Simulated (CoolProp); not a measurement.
A single-stage vapour-compression cycle with R141b: evaporating at 302.15 K (dew point), condensing at 350.15 K (bubble point), superheat 0 K, subcooling 2 K, compressor efficiency 0.85, no pressure losses. Each further row changes one setting.

Computed with CoolProp (reference Helmholtz-energy equation of state, Lemmon 2006). It is a short technical equation, of lower accuracy than the large ones.

```json
[
 {"case": "as stated", "cooling COP": "4.55", "pressure ratio": "4.30", "discharge temperature (K)": "355.2", "refrigerating effect (kJ/kg)": "169", "volumetric capacity (kJ/m³)": "742"},
 {"case": "evaporating temperature 307.15 K", "cooling COP": "5.26", "pressure ratio": "3.60", "discharge temperature (K)": "354.1", "refrigerating effect (kJ/kg)": "172", "volumetric capacity (kJ/m³)": "893"},
 {"case": "condensing temperature 345.15 K", "cooling COP": "5.19", "pressure ratio": "?", "discharge temperature (K)": "350.1", "refrigerating effect (kJ/kg)": "175", "volumetric capacity (kJ/m³)": "770"},
 {"case": "subcooling 7 K", "cooling COP": "4.71", "pressure ratio": "4.30", "discharge temperature (K)": "355.2", "refrigerating effect (kJ/kg)": "175", "volumetric capacity (kJ/m³)": "770"},
 {"case": "superheat 10 K", "cooling COP": "4.59", "pressure ratio": "4.30", "discharge temperature (K)": "?", "refrigerating effect (kJ/kg)": "177", "volumetric capacity (kJ/m³)": "749"},
 {"case": "compressor efficiency 0.75", "cooling COP": "4.01", "pressure ratio": "4.30", "discharge temperature (K)": "?", "refrigerating effect (kJ/kg)": "169", "volumetric capacity (kJ/m³)": "742"}
]
```

Problem. What belongs in the gaps?

Solution. 
- condensing temperature 345.15 K, pressure ratio: 3.77
- superheat 10 K, discharge temperature (K): 365.5
- compressor efficiency 0.75, discharge temperature (K): 360.5
